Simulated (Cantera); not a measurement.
# Adiabatic ignition

An adiabatic, constant-pressure homogeneous reactor starts with 4.26 % CH4, 0.469 % H2, 19.9 % O2, 75.0 % N2, 0.362 % CO2, equivalence ratio 0.44, at 1648 K and 3.16 atm.

Model: GRI-Mech 3.0 (53 species, 325 reactions), integrated in Cantera.

```
t (s)     T (K)   x CH4      x H2   x O2      x NO     x CH2
--------  -----  ------  --------  -----  --------  --------
2.00e-6    1648  0.0426   0.00469  0.199    <1e-12  5.83e-12
5.41e-6    1648  0.0426   0.00469  0.199    <1e-12  4.13e-11
1.46e-5    1648  0.0425   0.00469  0.199  1.46e-12  6.16e-10
3.95e-5    1650  0.0416   0.00468  0.198  2.41e-11   4.11e-8
0.000107   2387  <1e-12   0.00214  0.109   7.77e-5    <1e-12
0.000288   2487  <1e-12  0.000808  0.109  0.000420    <1e-12
0.000780   2486  <1e-12  0.000801  0.109   0.00121    <1e-12
0.00211    2483  <1e-12  0.000792  0.108   0.00318    <1e-12
0.00570    2475  <1e-12  0.000773  0.106   0.00728    <1e-12
0.0154     2466  <1e-12  0.000749  0.104    0.0125    <1e-12
0.0416     2463  <1e-12  0.000740  0.103    0.0145    <1e-12
0.112      2462  <1e-12  0.000739  0.103    0.0146    <1e-12
0.304      2462  <1e-12  0.000739  0.103    0.0146    <1e-12
0.821      2462  <1e-12  0.000739  0.103    0.0146    <1e-12
2.22       2462  <1e-12  0.000739  0.103    0.0146    <1e-12
6.00       2462  <1e-12  0.000739  0.103    0.0146    <1e-12
```
x: mole fraction; the columns are a selection and need not sum to one.

| Item | Value |
|---|---|
| time of steepest temperature rise | 77.5 µs |
| temperature at 6.00 s | 2462 K |
| equilibrium temperature | 2462 K |
| x(CH4) at 6.00 s | <1e-12 (gas-phase equilibrium <1e-12) |
| x(H2) at 6.00 s | 0.000739 (gas-phase equilibrium 0.000739) |
| x(O2) at 6.00 s | 0.103 (gas-phase equilibrium 0.103) |
